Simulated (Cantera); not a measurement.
A Cantera script and what it prints.

```python
import numpy as np
import cantera as ct

gas_names = """
    CL CLO CL2 H HCL HNO HNO2 HNO3 HOCL HO2 H2 H2O H2O2 Mg MgCL MgCL2 MgH MgN MgO MgOH MgO2H2 Mg2 N NH
    NH2 NH3 NH2OH NO NO2 NO3 N2 N2H2 N2H4 N2O O OH O2 O3
""".split()
cond_names = """
    H2O(s) H2O(L) Mg(cr) Mg(L) MgCL2(s) MgCL2(L) MgO(s) MgO(L) MgO2H2(s) NH4CL(a) NH4CL(b)
""".split()


# ... load() reads the species with a 1 bar reference pressure and builds the phases ...
atoms = {
    'MgO': {'Mg': 1, 'O': 1},
    'HCl': {'H': 1, 'CL': 1},
    'N2': {'N': 2},
}
top_T = {}  # K; cautious upper limits of use, not melting points


# ... equilibrate(T, P, feed) seeds the gas with the atoms and calls Mixture.equilibrate('TP', solver="vcs", rtol=1e-11, max_steps=5000) ...
results = []
T = 1550  # K
P = 11  # Pa
for m in [1.3, 1.9, 2.7, 3.9, 5.7, 8.3, 12, 18, 26, 37, 54]:
    feed = {'MgO': 1, 'HCl': 12, 'N2': m}  # mol
    mix = equilibrate(T, P, feed)
    results.append((T, P, feed, dict(zip(mix.species_names, mix.species_moles))))

top = {s: max(r[3][s] / sum(r[3][g] for g in gas_names) for r in results) for s in gas_names}
cols = sorted((s for s in top if top[s] > 1e-05), key=lambda s: -top[s])[:9]
seen = [c for c in cond_names if any(r[3].get(c, 0) > 1e-12 for r in results)]
print("log10 of partial pressures in bar; condensed amounts in mol")
print(f"{'n(N2)':>10s}" + "".join(f"{s[:9]:>10s}" for s in cols + seen))
for T, P, feed, n in results:
    ng = sum(n[g] for g in gas_names)
    print(f"{feed['N2']:10.4g}" + "".join(f"{np.log10(max(n[s] / ng * P / 1e5, 1e-99)):10.3f}" for s in cols)
          + "".join(f"{n.get(c, 0):10.4g}" for c in seen))
```

It prints:

```
log10 of partial pressures in bar; condensed amounts in mol
     n(N2)        N2       HCL     MgCL2       H2O        CL        H2         H        OH    MgO(s)
       1.3    -4.973    -4.088    -5.135    -5.135    -5.690    -5.996    -7.500    -8.113    0.1052
       1.9    -4.827    -4.107    -5.154    -5.155    -5.703    -6.008    -7.506    -8.126    0.1055
       2.7    -4.698    -4.132    -5.178    -5.179    -5.719    -6.025    -7.514    -8.142    0.1058
       3.9    -4.573    -4.166    -5.213    -5.213    -5.742    -6.048    -7.526    -8.165    0.1063
       5.7    -4.454    -4.213    -5.259    -5.260    -5.773    -6.079    -7.541    -8.196     0.107
       8.3    -4.350    -4.272    -5.319    -5.319    -5.812    -6.119    -7.561    -8.235    0.1079
        12    -4.262    -4.345    -5.392    -5.392    -5.861    -6.168    -7.586    -8.284     0.109
        18    -4.183    -4.443    -5.489    -5.490    -5.926    -6.233    -7.618    -8.348    0.1107
        26    -4.125    -4.546    -5.593    -5.593    -5.994    -6.303    -7.653    -8.417    0.1126
        37    -4.082    -4.657    -5.704    -5.704    -6.068    -6.378    -7.691    -8.491    0.1147
        54    -4.047    -4.788    -5.834    -5.835    -6.155    -6.465    -7.734    -8.577    0.1175
```

These are equilibrium values from Cantera (NASA tables, ideal gas, pure condensed phases), not measurements of a reactor.
